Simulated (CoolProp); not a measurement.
Vapour-liquid equilibrium of benzene (1) + ethylbenzene (2) at 76.75 °C; x and y are mole fractions of (1).

The numbers come from the multi-fluid Helmholtz-energy mixture model, Thol 2012 and Zhou 2012; pair parameters Bell 2016 in CoolProp.

```csv
x,bubble pressure (MPa),y at the bubble point,dew pressure at overall composition x (MPa),liquid density (mol/L)
0.05,0.01786,0.211,0.01542,7.802
0.125,0.02262,0.425,0.01647,7.972
0.2,0.02760,0.570,0.01767,8.149
0.275,0.03281,0.672,0.01905,8.332
0.35,0.03824,…,0.02068,8.521
0.425,0.04390,0.808,0.02261,8.716
0.5,0.04976,0.854,0.02495,8.919
0.575,0.05580,0.891,0.02784,9.128
0.65,0.06199,0.920,0.03150,9.345
0.725,0.06829,0.944,0.03633,…
0.8,0.07463,0.964,…,…
0.875,0.08098,…,0.05299,10.04
0.95,…,…,0.06999,10.29
```

Problem. Some entries are withheld; supply them.

Solution. 
- 0.35, y at the bubble point: 0.749
- 0.725, liquid density (mol/L): 9.569
- 0.8, dew pressure at overall composition x (MPa): 0.04301
- 0.8, liquid density (mol/L): 9.801
- 0.875, y at the bubble point: 0.980
- 0.95, bubble pressure (MPa): 0.08726
- 0.95, y at the bubble point: 0.993

No azeotrope shows between x = 0.05 and 0.95.

The pair parameters rest on a limited set of measurements; away from them the model extrapolates.
